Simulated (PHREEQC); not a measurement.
Solution A (0.011 mol/kgw CaSO4) is mixed with solution B (0.022 mol KOH and 0.00045 mol H3BO3 per kg of water) at 25 °C; shares are by mass of water, 1 kg in all. CO2 from the air is kept out. Solids allowed: Arcanite, Gypsum, Anhydrite, Misenite, Portlandite, Syngenite, Boric_acid,s, KB5O8:4H2O, K2B4O7:4H2O. Others were left out.

The numbers come from PHREEQC with the Pitzer model, pitzer.dat.

```csv
share of solution B,pH,B(OH)4- (mol/kgw)
0,7.05,0
0.1,11.22,[?]
0.2,[?],7.79e-5
0.3,11.71,0.000119
0.4,11.84,0.000161
0.5,11.94,0.000204
0.6,12.02,0.000249
0.7,12.10,0.000296
0.8,[?],[?]
0.9,12.22,0.000396
1,12.27,0.000450
```

Question: What belongs in the gaps?

Answer: 
- 0.1, B(OH)4- (mol/kgw): 3.83e-5
- 0.2, pH: 11.53
- 0.8, pH: 12.16
- 0.8, B(OH)4- (mol/kgw): 0.000345
